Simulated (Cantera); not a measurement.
A freely propagating, adiabatic, planar premixed flame of H2 : O2 : N2 = 1 : 0.5 : 1.88 (molar parts), equivalence ratio 1.0, unburnt at 625 K and 0.257 atm; mixture-averaged transport, grid criteria slope 0.08 and curve 0.16, no radiation.

Cantera simulation using the H2/O2 subset of GRI-Mech 3.0, which has no nitrogen chemistry; the numbers are that mechanism's predictions, not measurements. Burning velocities carry a grid error of a few per cent, more on coarse grids.

**Question.** What does this change do: O2 0.5 to 0.39 parts?

**Answer.** 
```json
[
 {"quantity": "laminar burning velocity", "before": "701 cm/s", "after": "657 cm/s"},
 {"quantity": "thermal thickness", "before": "2.76 mm", "after": "2.96 mm"},
 {"quantity": "peak x(HO2)", "before": "8.56e-5", "after": "7.06e-5"},
 {"quantity": "peak x(OH)", "before": "0.0197", "after": "0.0115"},
 {"quantity": "peak x(H2O2)", "before": "1.78e-6", "after": "1.32e-6"}
]
```

**Question.** What does this change do: inlet temperature 625 to 323 K?

**Answer.** 
| quantity | before | after |
|---|---|---|
| laminar burning velocity | 701 cm/s | 241 cm/s |
| thermal thickness | 2.76 mm | 2.14 mm |
| peak x(HO2) | 8.56e-5 | 0.000214 |
| peak x(OH) | 0.0197 | 0.0152 |
| peak x(H2O2) | 1.78e-6 | 6.52e-5 |

**Question.** What does this change do: 0.29 parts H2O added?

**Answer.** 
```
quantity                    before     after
------------------------  --------  --------
laminar burning velocity  701 cm/s  655 cm/s
thermal thickness          2.76 mm   2.68 mm
peak x(HO2)                8.56e-5  0.000124
peak x(OH)                  0.0197    0.0169
peak x(H2O2)               1.78e-6   3.39e-6
```
